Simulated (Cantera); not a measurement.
An adiabatic, constant-pressure homogeneous reactor starts with CH4 : O2 : N2 : H2O : C2H6 = 1 : 1.43 : 5.37 : 0.17 : 0.039 (molar parts), equivalence ratio 1.5, at 1475 K and 5.00 bar.

Cantera simulation using GRI-Mech 3.0 (53 species, 325 reactions); the numbers are that mechanism's predictions, not measurements.

x: mole fraction; the columns are a selection and need not sum to one.

```csv
t (s),T (K),x CH4,x O2,x H2O,x H2O2,x C2H
7.00e-6,1475,0.125,0.179,0.0212,1.90e-7,<1e-12
1.62e-5,1475,0.125,0.178,0.0213,6.29e-7,<1e-12
3.74e-5,1476,0.124,0.178,0.0216,(withheld),<1e-12
8.64e-5,1481,0.123,0.177,0.0226,2.56e-6,<1e-12
0.000200,1520,0.114,0.170,(withheld),(withheld),3.80e-11
0.000461,2758,5.43e-12,0.000443,0.181,9.94e-8,<1e-12
0.00107,2755,5.62e-12,0.000425,0.181,9.66e-8,<1e-12
0.00246,2753,5.71e-12,0.000418,0.181,9.55e-8,<1e-12
0.00569,2753,5.71e-12,0.000418,0.181,9.54e-8,<1e-12
0.0131,2753,5.71e-12,0.000418,0.181,9.54e-8,<1e-12
0.0304,2753,5.71e-12,0.000418,0.181,9.54e-8,<1e-12
0.0702,2753,5.71e-12,0.000418,0.181,9.54e-8,<1e-12
0.162,2753,5.71e-12,0.000418,0.181,9.54e-8,<1e-12
0.375,2753,5.71e-12,0.000418,0.181,9.54e-8,<1e-12
0.866,2753,5.71e-12,0.000418,0.181,9.54e-8,<1e-12
2.00,2753,5.71e-12,0.000418,0.181,9.54e-8,<1e-12
```

Task: Complete the blanks.

Result: 
- 3.74e-5, x H2O2: 1.26e-6
- 0.000200, x H2O: 0.0306
- 0.000200, x H2O2: 1.15e-5
